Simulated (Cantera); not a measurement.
Charge: 1 mol SiH₂Cl₂, a varied amount of H₂, 0.46 mol HCl, equilibrated at 0.0420 bar.

Points: T (K) = 925, 975, 1025, 1075, 1125, 1175, 1225, 1275, 1325, 1375, 1425; n(H2) (mol) = 5.2, 6.7, 8.5, 11, 14, 18, 23, 29, 37, 47, 60, 76, 98.

Cantera's Mixture.equilibrate('TP', solver="vcs", rtol=1e-11, max_steps=5000) on the NASA tables stopped like this:

```
ERROR: FAILURE its = 5001!

*******************************************************************************
CanteraError thrown by MultiPhase::equilibrate:
VCS solver failed. Return code: -1
*******************************************************************************
```

Question: What got this run through?

Answer: This is not unique; one that fits is The failure is numerical, not chemical. The same input converged with solver="gibbs", rtol=1e-10, max_steps=50000, and the result passed a check of the equilibrium conditions:
```
    925        5.2  Si(cr)
    925        6.7  Si(cr)
    925        8.5  Si(cr)
    925         11  Si(cr)
    925         14  Si(cr)
    925         18  Si(cr)
    925         23  Si(cr)
    925         29  Si(cr)
    925         37  Si(cr)
    925         47  Si(cr)
    925         60  Si(cr)
    925         76  Si(cr)
    925         98  Si(cr)
    975        5.2  Si(cr)
    975        6.7  Si(cr)
    975        8.5  Si(cr)
    975         11  Si(cr)
    975         14  Si(cr)
    975         18  Si(cr)
    975         23  Si(cr)
    975         29  Si(cr)
    975         37  Si(cr)
    975         47  Si(cr)
    975         60  Si(cr)
    975         76  Si(cr)
    975         98  Si(cr)
   1025        5.2  Si(cr)
   1025        6.7  Si(cr)
   1025        8.5  Si(cr)
   1025         11  Si(cr)
   1025         14  Si(cr)
   1025         18  Si(cr)
   1025         23  Si(cr)
   1025         29  Si(cr)
   1025         37  Si(cr)
   1025         47  Si(cr)
   1025         60  Si(cr)
   1025         76  Si(cr)
   1025         98  Si(cr)
   1075        5.2  Si(cr)
   1075        6.7  Si(cr)
   1075        8.5  Si(cr)
   1075         11  Si(cr)
   1075         14  Si(cr)
   1075         18  Si(cr)
   1075         23  Si(cr)
   1075         29  Si(cr)
   1075         37  Si(cr)
   1075         47  Si(cr)
   1075         60  Si(cr)
   1075         76  Si(cr)
   1075         98  Si(cr)
   1125        5.2  Si(cr)
   1125        6.7  Si(cr)
   1125        8.5  Si(cr)
   1125         11  Si(cr)
   1125         14  Si(cr)
   1125         18  Si(cr)
   1125         23  Si(cr)
   1125         29  Si(cr)
   1125         37  Si(cr)
   1125         47  Si(cr)
   1125         60  Si(cr)
   1125         76  Si(cr)
   1125         98  Si(cr)
   1175        5.2  Si(cr)
   1175        6.7  Si(cr)
   1175        8.5  Si(cr)
   1175         11  Si(cr)
   1175         14  Si(cr)
   1175         18  Si(cr)
   1175         23  Si(cr)
   1175         29  Si(cr)
   1175         37  Si(cr)
   1175         47  Si(cr)
   1175         60  Si(cr)
   1175         76  Si(cr)
   1175         98  Si(cr)
   1225        5.2  Si(cr)
   1225        6.7  Si(cr)
   1225        8.5  Si(cr)
   1225         11  Si(cr)
   1225         14  Si(cr)
   1225         18  Si(cr)
   1225         23  Si(cr)
   1225         29  Si(cr)
   1225         37  Si(cr)
   1225         47  Si(cr)
   1225         60  Si(cr)
   1225         76  Si(cr)
   1225         98  Si(cr)
   1275        5.2  Si(cr)
   1275        6.7  Si(cr)
   1275        8.5  Si(cr)
   1275         11  Si(cr)
   1275         14  Si(cr)
   1275         18  Si(cr)
   1275         23  Si(cr)
   1275         29  Si(cr)
   1275         37  Si(cr)
   1275         47  Si(cr)
   1275         60  Si(cr)
   1275         76  Si(cr)
   1275         98  Si(cr)
   1325        5.2  Si(cr)
   1325        6.7  Si(cr)
   1325        8.5  Si(cr)
   1325         11  Si(cr)
   1325         14  Si(cr)
   1325         18  Si(cr)
   1325         23  Si(cr)
   1325         29  Si(cr)
   1325         37  Si(cr)
   1325         47  Si(cr)
   1325         60  Si(cr)
   1325         76  Si(cr)
   1325         98  Si(cr)
   1375        5.2  Si(cr)
   1375        6.7  Si(cr)
   1375        8.5  Si(cr)
   1375         11  Si(cr)
   1375         14  Si(cr)
   1375         18  Si(cr)
   1375         23  Si(cr)
   1375         29  Si(cr)
   1375         37  Si(cr)
   1375         47  Si(cr)
   1375         60  Si(cr)
   1375         76  Si(cr)
   1375         98  Si(cr)
   1425        5.2  Si(cr)
   1425        6.7  Si(cr)
   1425        8.5  Si(cr)
   1425         11  Si(cr)
   1425         14  Si(cr)
   1425         18  Si(cr)
   1425         23  Si(cr)
   1425         29  Si(cr)
   1425         37  Si(cr)
   1425         47  Si(cr)
   1425         60  Si(cr)
   1425         76  Si(cr)
   1425         98  Si(cr)
```

The gas is ideal and each condensed phase is pure. The tables' values for SiCl3 are old estimates.
